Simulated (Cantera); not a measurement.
Cantera run:

```python
import numpy as np
import cantera as ct

gas_names = """
    H HNO HNO2 HNO3 HO2 H2 H2O H2O2 H2S H2SO4 N NH NH2 NH3 NH2OH NO NO2 NO3 N2 N2H2 N2H4 N2O O OH O2 O3
    S SH SN SO SO2 SO3 S2 S2O S8
""".split()
cond_names = """
    H2O(s) H2O(L) H2SO4(L) S(cr1) S(cr2) S(L)
""".split()


def load(file, names, dense=False):
    # The tables refer to 1 bar. Condensed volumes are neglected.
    table = {s.name: s for s in ct.Species.list_from_file(file)}
    out = []
    for n in names:
        d = dict(table[n].input_data)
        d["thermo"] = dict(d["thermo"], **{"reference-pressure": 1e5})
        if dense:
            d["equation-of-state"] = {"model": "constant-volume", "density": "1e6 g/cm^3"}
        out.append(ct.Species.from_dict(d))
    return out


gas = ct.Solution(thermo="ideal-gas", species=load("nasa_gas.yaml", gas_names))
cond = {s.name: ct.Solution(thermo="fixed-stoichiometry", species=[s], name=s.name)
        for s in load("nasa_condensed.yaml", cond_names, dense=True)}
atoms = {
    'H2S': {'H': 2, 'S': 1},
    'O2': {'O': 2},
    'N2': {'N': 2},
}
top_T = {}  # K; cautious upper limits of use, not melting points


def equilibrate(T, P, feed):
    n = {}
    for name, mol in feed.items():
        for a, k in atoms[name].items():
            n[a] = n.get(a, 0.0) + k * mol
    gas.TPX = T, P, n
    mass = sum(n.values()) * gas.mean_molecular_weight
    gas.equilibrate("TP")
    valid = [c for c in cond.values() if c.min_temp <= T <= top_T.get(c.name, c.max_temp)]
    mix = ct.Mixture([(gas, mass / gas.mean_molecular_weight)] + [(c, 0.0) for c in valid])
    mix.T, mix.P = T, P
    mix.equilibrate("TP", solver="vcs", rtol=1e-11, max_steps=5000)
    return mix


results = []
T = 973.15  # K
P = 250000  # Pa
for m in [0.023, 0.046, 0.09, 0.18, 0.35, 0.69, 1.3]:
    feed = {'H2S': 1, 'O2': m, 'N2': 0.27}  # mol
    mix = equilibrate(T, P, feed)
    results.append((T, P, feed, dict(zip(mix.species_names, mix.species_moles))))
    x = sorted(zip(gas.X, gas.species_names), reverse=True)
    print(f"T = {T:g} K  P = {P:g} Pa  n(O2) = {m:g} mol  gas = {mix.phase_moles(0):.4g} mol")
    print("   x: " + "  ".join(f"{s} {v:.3e}" for v, s in x if v > 1e-05))
    print("   condensed (mol): " + ("  ".join(f"{mix.phase(i).name} {mix.phase_moles(i):.4g}"
          for i in range(1, mix.n_phases) if mix.phase_moles(i) > 1e-12) or "none"))
```

It prints:

```
T = 973.15 K  P = 250000 Pa  n(O2) = 0.023 mol  gas = 1.303 mol
   x: H2S 7.166e-01  N2 2.072e-01  H2O 3.529e-02  S2 2.540e-02  H2 1.554e-02  SH 1.271e-05
   condensed (mol): none
T = 973.15 K  P = 250000 Pa  n(O2) = 0.046 mol  gas = 1.324 mol
   x: H2S 6.745e-01  N2 2.040e-01  H2O 6.942e-02  S2 4.045e-02  H2 1.159e-02  S2O 3.441e-05  SO2 2.642e-05  SH 1.385e-05
   condensed (mol): none
T = 973.15 K  P = 250000 Pa  n(O2) = 0.09 mol  gas = 1.365 mol
   x: H2S 5.936e-01  N2 1.978e-01  H2O 1.312e-01  S2 6.917e-02  H2 7.801e-03  SO2 2.723e-04  S2O 1.651e-04  SH 1.486e-05
   condensed (mol): none
T = 973.15 K  P = 250000 Pa  n(O2) = 0.18 mol  gas = 1.45 mol
   x: H2S 4.452e-01  H2O 2.400e-01  N2 1.862e-01  S2 1.194e-01  H2 4.453e-03  SO2 3.677e-03  S2O 9.142e-04  S8 1.768e-05  SH 1.475e-05
   condensed (mol): none
T = 973.15 K  P = 250000 Pa  n(O2) = 0.35 mol  gas = 1.589 mol
   x: H2O 3.628e-01  H2S 2.642e-01  N2 1.699e-01  S2 1.601e-01  SO2 3.705e-02  S2O 3.616e-03  H2 2.282e-03  S8 5.719e-05  SH 1.223e-05
   condensed (mol): none
T = 973.15 K  P = 250000 Pa  n(O2) = 0.69 mol  gas = 1.807 mol
   x: H2O 4.285e-01  SO2 1.645e-01  N2 1.494e-01  S2 1.261e-01  H2S 1.238e-01  S2O 6.370e-03  H2 1.205e-03  S8 2.201e-05
   condensed (mol): none
T = 973.15 K  P = 250000 Pa  n(O2) = 1.3 mol  gas = 2.155 mol
   x: H2O 4.385e-01  SO2 3.825e-01  N2 1.253e-01  S2 2.536e-02  H2S 2.495e-02  S2O 2.916e-03  H2 5.414e-04
   condensed (mol): none
```

Method: chemical equilibrium by Gibbs-energy minimisation in Cantera with the NASA 1993 tables (ideal gas, pure condensed phases). Gases not in the tables: S3 to S7.
